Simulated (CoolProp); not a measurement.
m-xylene along the isobar 11.7 MPa: density (kg/m³) from the reference equation and from simpler models built on Tc = 343.7 °C, pc = 3.535 MPa, ω = 0.326; each cubic takes its own stable root.

Model: reference Helmholtz-energy equation of state, Zhou 2012, in CoolProp.

```json
[
 {"T (°C)": "78.15", "phase": "liquid", "reference": "824.4"},
 {"T (°C)": "86.15", "phase": "liquid", "reference": "817.7"},
 {"T (°C)": "94.05", "phase": "liquid", "reference": "811.0"},
 {"T (°C)": "102.05", "phase": "liquid", "reference": "804.3"},
 {"T (°C)": "109.95", "phase": "liquid", "reference": "797.5"},
 {"T (°C)": "117.95", "phase": "liquid", "reference": "790.7"},
 {"T (°C)": "125.85", "phase": "liquid", "reference": "783.8"},
 {"T (°C)": "133.85", "phase": "liquid", "reference": "776.8"},
 {"T (°C)": "141.75", "phase": "liquid", "reference": "769.9"},
 {"T (°C)": "149.75", "phase": "liquid", "reference": "762.8"},
 {"T (°C)": "157.75", "phase": "liquid", "reference": "755.6"},
 {"T (°C)": "165.65", "phase": "liquid", "reference": "748.4"},
 {"T (°C)": "173.65", "phase": "liquid", "reference": "741.1"},
 {"T (°C)": "181.55", "phase": "liquid", "reference": "733.8"}
]
```

Problem. How far does each simpler model (van der Waals, Redlich-Kwong, Soave-Redlich-Kwong, Peng-Robinson) lie from the reference over these 14 states: mean and median of the absolute difference, and the worst?

Solution. 
- van der Waals: mean 40.2 %, median 40.3 %, worst -41.3 % at 78.15 °C and 11.7 MPa
- Redlich-Kwong: mean 15.0 %, median 15.0 %, worst -15.2 % at 78.15 °C and 11.7 MPa
- Soave-Redlich-Kwong: mean 12.3 %, median 12.2 %, worst -12.8 % at 78.15 °C and 11.7 MPa
- Peng-Robinson: mean 1.3 %, median 1.2 %, worst -2.1 % at 78.15 °C and 11.7 MPa
